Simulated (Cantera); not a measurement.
# Cu2O + H2 + H2O (hydrogen reduction and annealing atmospheres)

Input: 1 mol Cu2O, 1.2 mol H2, 0.14 mol H2O, at 8.90 mbar.

Equilibrium computed with Cantera from the NASA thermochemical tables; the gas is ideal and each condensed phase is pure. Candidate condensed phases: Cu, CuO, Cu(OH)2, Cu2O, H2O; 12 gas species. The numbers say what is thermodynamically allowed, not how fast it happens.

| T (K) | log p H2O | log p H2 | log p Cu | log p H | log p OH | n Cu(s) | n Cu(l) |
|---|---|---|---|---|---|---|---|
| 973 | -2.12 | -2.88 | -11.29 | -10.40 | -12.40 | 2.00 | 0 |
| 1073 | -2.12 | -2.88 | -9.62 | -9.29 | -10.96 | 2.00 | 0 |
| 1173 | -2.12 | -2.88 | -8.24 | -8.37 | -9.77 | 2.00 | 0 |
| 1273 | -2.12 | -2.88 | -7.08 | -7.59 | -8.77 | 2.00 | 0 |
| 1373 | -2.12 | -2.88 | -6.10 | -6.92 | -7.91 | 0 | 2.00 |
| 1473 | -2.12 | -2.88 | -5.29 | -6.34 | -7.17 | 0 | 2.00 |
| 1573 | -2.12 | -2.88 | -4.58 | -5.83 | -6.52 | 0 | 2.00 |
log p: log10 of the partial pressure in bar; n: condensed amount in mol.

From 973 K to 1273 K the condensed part is Cu(s). From 1373 K to 1573 K the condensed part is Cu(l).
